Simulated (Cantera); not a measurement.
# Hydrogen reduction and annealing atmospheres: V₂O₅ + H₂ + N₂

Charge: 1 mol V₂O₅, 7.1 mol H₂, 0.35 mol N₂, held at 1625 K and 13300 Pa.

These are equilibrium values from Cantera (NASA tables, ideal gas, pure condensed phases), not measurements of a reactor. Candidate condensed phases: H₂O, V, VN, VO, V₂O₃, V₂O₄, V₂O₅; 28 gas species. Condensed phases not in the tables: the oxides between V₂O₃ and V₂O₅ other than VO₂. Rates play no part.

```
Quantity                                Value
----------------------------------  ---------
x(H₂)                                   0.684
x(H₂O)                                  0.268
x(N₂)                                  0.0470
x(H)                                 0.000160
x(OH)                                 2.64e-6
n(V₂O₃(s))                          1.000 mol
gas amount                          7.451 mol
log10 activity of V(s) (absent)         -4.92
log10 activity of V₂O₅(l) (absent)      -7.47
```
